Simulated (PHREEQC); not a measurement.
Solution A (0.045 mol/kgw NiSO4, 0.00021 mol/kgw Na2SO4 and 0.049 mol/kgw HCl) is mixed with solution B (0.0093 mol/kgw ZnCl2, 0.005 mol/kgw NaCl and 0.0046 mol/kgw MnSO4) at 25 °C; shares are by mass of water, 1 kg in all. No oxygen is let in. No CO2 enters from the air. Precipitation was switched off in this run.

Computed with PHREEQC (ion-association model, wateq4f.dat).

```json
[
 {"share of solution B": "0", "pH": "1.60", "Mn+2 (mol/kgw)": "0", "Zn+2 (mol/kgw)": "0", "Ni+2 (mol/kgw)": "0.0326"},
 {"share of solution B": "0.1", "pH": "1.63", "Mn+2 (mol/kgw)": "(withheld)", "Zn+2 (mol/kgw)": "0.000609", "Ni+2 (mol/kgw)": "0.0295"},
 {"share of solution B": "0.15", "pH": "(withheld)", "Mn+2 (mol/kgw)": "0.000498", "Zn+2 (mol/kgw)": "0.000918", "Ni+2 (mol/kgw)": "0.0279"},
 {"share of solution B": "0.25", "pH": "1.70", "Mn+2 (mol/kgw)": "(withheld)", "Zn+2 (mol/kgw)": "0.00155", "Ni+2 (mol/kgw)": "0.0248"},
 {"share of solution B": "0.3", "pH": "1.72", "Mn+2 (mol/kgw)": "0.00101", "Zn+2 (mol/kgw)": "0.00187", "Ni+2 (mol/kgw)": "0.0233"},
 {"share of solution B": "0.4", "pH": "1.78", "Mn+2 (mol/kgw)": "(withheld)", "Zn+2 (mol/kgw)": "0.00253", "Ni+2 (mol/kgw)": "0.0201"},
 {"share of solution B": "0.45", "pH": "1.81", "Mn+2 (mol/kgw)": "0.00153", "Zn+2 (mol/kgw)": "0.00286", "Ni+2 (mol/kgw)": "0.0186"},
 {"share of solution B": "0.55", "pH": "1.88", "Mn+2 (mol/kgw)": "0.00190", "Zn+2 (mol/kgw)": "0.00357", "Ni+2 (mol/kgw)": "0.0154"},
 {"share of solution B": "0.6", "pH": "(withheld)", "Mn+2 (mol/kgw)": "0.00209", "Zn+2 (mol/kgw)": "0.00393", "Ni+2 (mol/kgw)": "0.0138"},
 {"share of solution B": "0.7", "pH": "2.04", "Mn+2 (mol/kgw)": "0.00248", "Zn+2 (mol/kgw)": "0.00471", "Ni+2 (mol/kgw)": "0.0105"},
 {"share of solution B": "0.75", "pH": "2.11", "Mn+2 (mol/kgw)": "0.00268", "Zn+2 (mol/kgw)": "0.00512", "Ni+2 (mol/kgw)": "0.00885"},
 {"share of solution B": "0.85", "pH": "2.30", "Mn+2 (mol/kgw)": "0.00313", "Zn+2 (mol/kgw)": "0.00604", "Ni+2 (mol/kgw)": "0.00546"},
 {"share of solution B": "0.9", "pH": "2.47", "Mn+2 (mol/kgw)": "0.00337", "Zn+2 (mol/kgw)": "(withheld)", "Ni+2 (mol/kgw)": "0.00371"},
 {"share of solution B": "1", "pH": "5.62", "Mn+2 (mol/kgw)": "0.00395", "Zn+2 (mol/kgw)": "0.00780", "Ni+2 (mol/kgw)": "0"}
]
```

### Question
What belongs in the gaps?

### Answer

- 0.1, Mn+2 (mol/kgw): 0.000331
- 0.15, pH: 1.65
- 0.25, Mn+2 (mol/kgw): 0.000836
- 0.4, Mn+2 (mol/kgw): 0.00136
- 0.6, pH: 1.93
- 0.9, Zn+2 (mol/kgw): 0.00655
